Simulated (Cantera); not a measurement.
# Roasting and sulfation: Fe2O3 + SO2 + N2

Input: 1 mol Fe2O3, 0.45 mol SO2, 49 mol N2, held at 10.0 mbar.

Equilibrium computed with Cantera from the NASA thermochemical tables; the gas is ideal and each condensed phase is pure. Candidate condensed phases: Fe, FeO, FeS, FeSO4, FeS2, Fe2O3, Fe2(SO4)3, Fe3O4, S; 19 gas species. Mutual solubility and eutectic melting of coexisting phases are not modelled. The tables' stoichiometric FeO is somewhat more stable than real wüstite, so its field is too wide. FeO: taken at fixed stoichiometry. The numbers say what is thermodynamically allowed, not how fast it happens.

From 327 °C to 777 °C the condensed part is Fe2O3(s). At 927 °C the condensed part is Fe2O3(s) + Fe3O4(s). From 1077 °C to 1377 °C the condensed part is Fe3O4(s). At 1527 °C the condensed part is FeO(l) + Fe3O4(s).

| T (°C) | x N2 | x SO2 | x O2 | x NO | x O | x SO | x FeO | n Fe2O3(s) | n Fe3O4(s) | n FeO(l) |
|---|---|---|---|---|---|---|---|---|---|---|
| 327 | 0.991 | 0.00910 | <1e-12 | <1e-12 | <1e-12 | 1.23e-12 | <1e-12 | 1.00 | 0 | 0 |
| 477 | 0.991 | 0.00910 | <1e-12 | <1e-12 | <1e-12 | 2.53e-10 | <1e-12 | 1.00 | 0 | 0 |
| 627 | 0.991 | 0.00910 | 5.11e-12 | 5.10e-11 | <1e-12 | 1.35e-9 | <1e-12 | 1.000 | 0 | 0 |
| 777 | 0.991 | 0.00910 | 5.02e-8 | 2.89e-8 | 1.50e-12 | 4.41e-9 | <1e-12 | 1.000 | 0 | 0 |
| 927 | 0.991 | 0.00910 | 4.42e-5 | 3.18e-6 | 1.67e-9 | 1.13e-8 | <1e-12 | 0.986 | 0.00920 | 0 |
| 1077 | 0.988 | 0.00906 | 0.00332 | 7.62e-5 | 2.43e-7 | 3.75e-8 | 3.24e-11 | 0 | 0.667 | 0 |
| 1227 | 0.987 | 0.00907 | 0.00327 | 0.000171 | 2.32e-6 | 5.57e-7 | 6.43e-9 | 0 | 0.667 | 0 |
| 1377 | 0.987 | 0.00906 | 0.00319 | 0.000329 | 1.46e-5 | 5.09e-6 | 4.76e-7 | 0 | 0.667 | 0 |
| 1527 | 0.985 | 0.00903 | 0.00486 | 0.000707 | 8.49e-5 | 2.56e-5 | 1.57e-5 | 0 | 0.479 | 0.563 |
x: gas mole fraction; n: condensed amount in mol.
